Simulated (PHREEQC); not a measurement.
Make-up at 20 °C: 0.0063 mol K2HPO4 per kg of water. Closed to the air; pH follows from the charge balance.

All values are PHREEQC results (ion-association model, phreeqc.dat), not measurements.

* **pH**: 9.37
* **ionic strength**: 0.0187 mol/kgw
* **specific conductance**: 1220 µS/cm
* **total alkalinity**: 6.30 meq/kg

| species | molality | activity | log γ |
|---|---|---|---|
| K+ | 0.0125 | 0.0109 | -0.060 |
| HPO4-2 | 0.00617 | 0.00367 | -0.226 |
| KHPO4- | 8.86e-5 | 7.80e-5 | -0.056 |
| H2PO4- | 2.98e-5 | 2.63e-5 | -0.056 |
| OH- | 1.82e-5 | 1.58e-5 | -0.060 |
| PO4-3 | 1.17e-5 | 3.46e-6 | -0.528 |

No solid was allowed to form. Species that the database lacks are ignored.
